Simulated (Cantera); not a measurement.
A freely propagating, adiabatic, planar premixed flame of C2H6 : O2 : N2 : H2O : CO2 = 1 : 2.33 : 8.77 : 2 : 0.78 (molar parts), unburnt at 525 K and 130000 Pa; mixture-averaged transport, grid criteria slope 0.08 and curve 0.16, no radiation.

Cantera simulation using GRI-Mech 3.0 (53 species, 325 reactions); the numbers are that mechanism's predictions, not measurements. Burning velocities carry a grid error of a few per cent, more on coarse grids.

x: mole fraction of selected species; z is measured from the peak of heat release.

```
z (mm)  T (K)  u (m/s)   x C2H6      x O2  x H2O      x OH     x NO    x HCN
------  -----  -------  -------  --------  -----  --------  -------  -------
-2.61     526    0.212   0.0669     0.156  0.134     <1e-8    <1e-8    <1e-8
-1.74     531    0.215   0.0664     0.154  0.134     <1e-8    <1e-8    <1e-8
-1.30     550    0.224   0.0657     0.152  0.136     <1e-8    <1e-8  1.93e-8
-0.870    641    0.265   0.0620     0.141  0.145     <1e-8    <1e-8  1.41e-7
-0.435    975    0.416   0.0419     0.102  0.179   1.14e-7  1.32e-7  8.57e-7
-0.217   1273    0.556   0.0172    0.0647  0.208   1.71e-5  5.94e-7  1.77e-6
0        1561    0.695  0.00124    0.0275  0.235  0.000131  1.18e-6  3.33e-6
0.217    1712    0.764  4.10e-5   0.00939  0.247  0.000260  2.06e-6  5.35e-6
0.435    1769    0.790        ?         ?  0.250  0.000249        ?  6.56e-6
0.870    1803    0.804  2.09e-6  0.000736  0.250  0.000146  3.41e-6  7.11e-6
1.74     1815    0.809  4.79e-7  0.000121  0.248   6.04e-5  3.62e-6  7.03e-6
3.48     1818    0.810        ?         ?  0.247         ?  3.64e-6  6.79e-6
6.96     1818    0.810  1.10e-7   1.52e-6  0.246   2.62e-5  3.66e-6  6.42e-6
```

Problem. Complete the blanks.

Solution. 
- 0.435, x C2H6: 9.26e-6
- 0.435, x O2: 0.00343
- 0.435, x NO: 2.79e-6
- 3.48, x C2H6: 1.63e-7
- 3.48, x O2: 1.77e-5
- 3.48, x OH: 3.16e-5
